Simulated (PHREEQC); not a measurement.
NaOH is added in steps, without added water, to 1 kg of water holding 0.028 mol Cu(BF4)2, at 20 °C. O2 is buffered at 0.21 atm. CO2 from the air is kept out. Solids allowed: Cu(OH)2, CuF2:2H2O. Others were left out.

Base run: PHREEQC, ion-association model, wateq4f.dat. Each further column changes one thing. The table gives pH.

```csv
NaOH added (mol),base,all activity coefficients set to 1,Davies equation for every ion,metal-ligand complexes left out
0,2.73,2.71,2.75,2.77
0.02813,4.23,4.27,4.24,4.30
0.05625,4.79,4.83,4.81,4.86
0.08438,5.18,5.15,5.20,5.19
0.1125,5.52,5.51,5.53,5.50
0.1406,5.66,5.71,5.67,5.63
0.1594,5.77,5.76,5.78,5.71
0.1875,6.04,6.07,6.05,6.02
0.2156,6.82,6.89,6.82,6.85
0.2437,8.86,9.05,8.90,8.86
0.2719,9.88,10.08,9.92,9.87
0.3,12.31,12.47,12.34,12.30
```

Real BF4- forms and hydrolyses slowly; the run takes it at equilibrium. The database's constant for dissolved Cu(OH)2 is higher than later reviews accept.
